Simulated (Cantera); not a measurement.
# Reactions in the system Cu-F-H

Standard-state values (1 bar) from the NASA 1993 polynomials, evaluated with Cantera. Values are per mole of reaction as written; species without (g) are pure solids or liquids, kept so even where they would boil at 1 bar.

H₂(g) + CuF₂ → Cu + 2 HF(g)

```
T (K)  ΔH° (kJ)  ΔS° (J/K)  ΔG° (kJ)  log10 K  condensed phases
-----  --------  ---------  --------  -------  ----------------
998       -24.0      144.2    -168.0     8.79    CuF₂(s), Cu(s)
1073      -26.4      141.9    -178.7     8.70    CuF₂(s), Cu(s)
1148      -84.3       89.7    -187.3     8.52    CuF₂(l), Cu(s)
1223      -87.3       87.2    -194.0     8.28    CuF₂(l), Cu(s)
1298      -90.1       85.0    -200.4     8.07    CuF₂(l), Cu(s)
```

CuF₂ → 2 F(g) + Cu

```csv
T (K),ΔH° (kJ),ΔS° (J/K),ΔG° (kJ),log10 K,condensed phases
998,689.9,262.6,427.8,-22.39,"CuF₂(s), Cu(s)"
1073,688.4,261.2,408.1,-19.87,"CuF₂(s), Cu(s)"
1148,631.4,209.8,390.5,-17.77,"CuF₂(l), Cu(s)"
1223,629.3,208.1,374.9,-16.01,"CuF₂(l), Cu(s)"
1298,627.3,206.5,359.3,-14.46,"CuF₂(l), Cu(s)"
```
